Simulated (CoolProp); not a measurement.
Values from CoolProp's reference Helmholtz-energy equation of state, Beckmüller 2019.

Question: Give the vapour pressure (bar), vapour density (kg/m³), liquid conductivity (mW/(m K)) of saturated n-octane at 115.65, 152.25, 188.85 °C.

Answer: 
```tsv
T (°C)	p (bar)	vapour density (kg/m³)	liquid conductivity (mW/(m K))
115.65	0.761	2.82	99.1
152.25	2.01	7.14	90.0
188.85	4.45	15.7	81.5
```

Thermal conductivity comes from a separate model (Huber 2005).
